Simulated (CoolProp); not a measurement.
The fluid at 298.15 K and 13 MPa (stagnation) flows isentropically through a choked orifice. The same conditions are run with several fluids, on thermodynamics alone (safety and materials aside).

Values from CoolProp's reference Helmholtz-energy equation of state of each fluid (dry air: Lemmon 2000; methane: Setzmann 1991; normal hydrogen: Leachman 2009; nitrogen: Span 2000; CF4 (R14): Platzer 1990). The equations of Platzer and Polt are older, rougher fits. Blends and air are pseudo-pure fits.

```csv
fluid,throat to inlet pressure ratio,mass flux (kg/(m² s)),throat temperature (K)
dry air,0.506,31900,243.5
methane,0.524,25600,(withheld)
normal hydrogen,0.512,7940,245.3
nitrogen,0.505,(withheld),243.4
CF4 (R14),0.535,(withheld),(withheld)
```

What belongs in the gaps?


- methane, throat temperature (K): 251.8
- nitrogen, mass flux (kg/(m² s)): 31200
- CF4 (R14), mass flux (kg/(m² s)): 66900
- CF4 (R14), throat temperature (K): 268.7
